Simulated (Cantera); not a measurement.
Input: 1 mol B2O3, 1.4 mol HCl, 49 mol H2, at 1275 K and 10.0 mbar.

Cantera equilibrium calculation (NASA polynomials, part measured and part estimated; ideal gas, pure solids and liquids). Candidate condensed phases: B, B2O3, B3O3H3, H2O; 33 gas species. The tables' values for BOCl are old estimates; treat these amounts as uncertain. The numbers say what is thermodynamically allowed, not how fast it happens.

### Question
What is the equilibrium state?

### Answer
```json
{
  "x(H2)": "0.972",
  "x(HCl)": "0.0278",
  "x(HBO)": "0.000288",
  "x(HBO2)": "0.000182",
  "x(H2O)": "6.47e-5",
  "x(BOCl)": "1.44e-5",
  "x(B2O3)": "9.19e-6",
  "x(H)": "7.27e-6",
  "x(B3O3H3)": "2.10e-6",
  "n(B2O3(l))": "0.987 mol",
  "gas_amount": "50.41 mol",
  "log10 activity of B(s) (absent)": "-2.50",
  "log10 activity of B3O3H3(s) (absent)": "-11.59"
}
```
